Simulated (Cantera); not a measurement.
Feed: 1 mol HMDSO, 0.98 mol CO₂, equilibrated at 100000 Pa.

Cantera equilibrium calculation (NASA polynomials, part measured and part estimated; ideal gas, pure solids and liquids). Candidate condensed phases: C, C₆H₆, C₇H₈, C₈H₁₈, H₂O, Si, SiC, SiO₂; 123 gas species. The feed counts by its element totals alone. The numbers say what is thermodynamically allowed, not how fast it happens. All values below are at 1923 K.

Base state: H₂ 0.751, CO 0.246, SiO 0.00190, H 0.000816, C₂H₂ (acetylene) 0.000339, CH₄ 0.000296, H₂O 2.97e-5 (mole fractions); condensed: C(graphite) + SiC(s).

Q: What changes in the equilibrium state with this change: CO₂ from 0.98 to 16 mol?

A: 
```json
[
 {"species": "CO", "before": "0.246", "after": "0.606"},
 {"species": "H₂", "before": "0.751", "after": "0.168"},
 {"species": "H₂O", "before": "2.97e-5", "after": "0.123"},
 {"species": "CO₂", "before": "2.26e-6", "after": "0.103"},
 {"species": "SiO", "before": "0.00190", "after": "2.81e-5"},
 {"species": "C₂H₂ (acetylene)", "before": "0.000339", "after": "<1e-9"},
 {"species": "CH₄", "before": "0.000296", "after": "1.97e-9"},
 {"species": "OH", "before": "2.78e-9", "after": "2.43e-5"},
 {"species": "C(graphite), mol", "before": "2.05", "after": "0"},
 {"species": "SiC(s), mol", "before": "1.98", "after": "0"},
 {"species": "SiO₂(condensed), mol", "before": "0", "after": "2.00"}
]
```
The tables hold silica as quartz up to 1696 K and as liquid above; real silica turns to tridymite and cristobalite and melts near 1996 K. Gases not in the tables: Si(OH)₄.
